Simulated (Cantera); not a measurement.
Input: 1 mol Fe, 1.5 mol Cl2, 0.013 mol O2, held at 1500 K and 0.590 bar.

Cantera equilibrium calculation (NASA polynomials, part measured and part estimated; ideal gas, pure solids and liquids). Candidate condensed phases: Fe, FeCl2, FeCl3, FeO, Fe2O3, Fe3O4; 13 gas species. Kinetics and transport are ignored.

Base state: FeCl3 0.405, FeCl2 0.374, Cl2 0.174, Cl 0.0318, O2 0.0102, Fe2Cl4 0.00325, Fe2Cl6 0.000941, ClO 6.06e-5 (mole fractions); condensed: gas only.

Task: What changes in the equilibrium state with this change: pressure from 0.590 bar to 17.0 mbar?

Result: 
```json
[
 {"species": "FeCl2", "before": "0.374", "after": "0.533"},
 {"species": "Cl", "before": "0.0318", "after": "0.187"},
 {"species": "Cl2", "before": "0.174", "after": "0.174"},
 {"species": "FeCl3", "before": "0.405", "after": "0.0979"},
 {"species": "O2", "before": "0.0102", "after": "0.00818"},
 {"species": "Fe2Cl6", "before": "0.000941", "after": "1.58e-6"},
 {"species": "Fe2Cl4", "before": "0.00325", "after": "0.000191"},
 {"species": "ClO", "before": "6.06e-5", "after": "5.41e-5"}
]
```

Task: What changes in the equilibrium state with this change: Cl2 from 1.5 to 0.027 mol?

Result: 
| species | before | after |
|---|---|---|
| FeCl2 | 0.374 | 0.977 |
| Fe2Cl4 | 0.00325 | 0.0222 |
| FeCl3 | 0.405 | 0.000703 |
| Cl2 | 0.174 | 7.68e-8 |
| O2 | 0.0102 | <1e-9 |
| Cl | 0.0318 | 2.11e-5 |
| Fe2Cl6 | 0.000941 | 2.83e-9 |
| ClO | 6.06e-5 | <1e-9 |
| Fe(γ), mol | 0 | 0.947 |
| FeO(s), mol | 0 | 0.0260 |
Mutual solubility and eutectic melting of coexisting phases are not modelled. The tables' stoichiometric FeO is somewhat more stable than real wüstite, so its field is too wide. FeO: taken at fixed stoichiometry.
